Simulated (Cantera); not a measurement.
Input: 1 mol HCl, 4 mol H₂, at 873.15 K and 0.133 bar.

Cantera equilibrium calculation (NASA polynomials, part measured and part estimated; ideal gas, pure solids and liquids). Rates play no part.

Base state: H₂ 0.800, HCl 0.200 (mole fractions); condensed: gas only.

**Question.** What changes in the equilibrium state with this change: 0.038 mol NH₃ added?

**Answer.** 
```tsv
species	before	after
H₂	0.800	0.799
HCl	0.200	0.197
N₂	0	0.00374
```
Further candidate phases: NH₄Cl.
